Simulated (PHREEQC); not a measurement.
Solution (20 °C): 130 mmol/kgw CdCl2, 0.57 mmol/kgw NiCl2 and 0.55 mmol/kgw NaF. Closed to the air; pH follows from the charge balance.

Computed with PHREEQC (ion-association model, wateq4f.dat).

```csv
quantity,before,after
pH,5.43,6.46
ionic strength (mol/kgw),0.150,0.00353
Cl- (mol/kgw),0.126,0.00241
CdCl+ (mol/kgw),0.0833,0.000194
CdCl2 (mol/kgw),0.0232,1.68e-6
Cd+2 (mol/kgw),0.0217,0.00110
SI of CdOHCl (CdOHCl),-1.35,-2.86
SI of Ni(OH)2 (Ni(OH)2),-3.33,-2.85
```

Task: Which change was made?
A) diluted 100-fold with water
B) NaF from 0.00055 to 0.0055 mol/kgw
C) NiCl2 from 0.00057 to 0.000627 mol/kgw
D) NaF replaced by HF at the same molality
E) diluted 2-fold with water

Result: A, diluted 100-fold with water

Precipitation was switched off in this run.
